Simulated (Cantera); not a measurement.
A closed system holds: 1 mol SiO2, 3.1 mol Cl2, 2.3 mol N2, at 7.90 mbar.

Method: chemical equilibrium by Gibbs-energy minimisation in Cantera with the NASA 1993 tables (ideal gas, pure condensed phases). Candidate condensed phases: Si, SiO2, Si2N2O, Si3N4; 23 gas species. The tables' values for SiCl3 are old estimates; treat these amounts as uncertain. The tables hold silica as quartz up to 1696 K and as liquid above; real silica turns to tridymite and cristobalite and melts near 1996 K. Rates play no part.

x: gas mole fraction; n: condensed amount in mol.

```json
[
 {"T (K)": "1348", "x Cl": "0.143", "x Cl2": "0.461", "x N2": "0.395", "x SiCl4": "0.000133", "x O2": "…", "n SiO2(β-quartz)": "0.999", "n SiO2(condensed)": "0"},
 {"T (K)": "1423", "x Cl": "0.237", "x Cl2": "0.387", "x N2": "0.375", "x SiCl4": "0.000199", "x O2": "…", "n SiO2(β-quartz)": "0.999", "n SiO2(condensed)": "0"},
 {"T (K)": "1498", "x Cl": "0.353", "x Cl2": "0.296", "x N2": "0.351", "x SiCl4": "0.000257", "x O2": "0.000237", "n SiO2(β-quartz)": "0.998", "n SiO2(condensed)": "0"},
 {"T (K)": "1573", "x Cl": "0.472", "x Cl2": "0.202", "x N2": "0.325", "x SiCl4": "0.000282", "x O2": "0.000255", "n SiO2(β-quartz)": "0.998", "n SiO2(condensed)": "0"},
 {"T (K)": "1648", "x Cl": "0.572", "x Cl2": "0.123", "x N2": "0.304", "x SiCl4": "0.000267", "x O2": "…", "n SiO2(β-quartz)": "0.998", "n SiO2(condensed)": "0"},
 {"T (K)": "1723", "x Cl": "0.641", "x Cl2": "0.0692", "x N2": "0.289", "x SiCl4": "0.000224", "x O2": "…", "n SiO2(β-quartz)": "0", "n SiO2(condensed)": "0.998"},
 {"T (K)": "1798", "x Cl": "0.681", "x Cl2": "0.0374", "x N2": "0.281", "x SiCl4": "0.000171", "x O2": "…", "n SiO2(β-quartz)": "0", "n SiO2(condensed)": "0.998"},
 {"T (K)": "1873", "x Cl": "0.703", "x Cl2": "0.0202", "x N2": "0.276", "x SiCl4": "0.000106", "x O2": "…", "n SiO2(β-quartz)": "0", "n SiO2(condensed)": "0.998"}
]
```

**Question.** What belongs in the gaps?

**Answer.** 
- 1348, x O2: 0.000126
- 1423, x O2: 0.000186
- 1648, x O2: 0.000234
- 1723, x O2: 0.000188
- 1798, x O2: 0.000142
- 1873, x O2: 0.000125
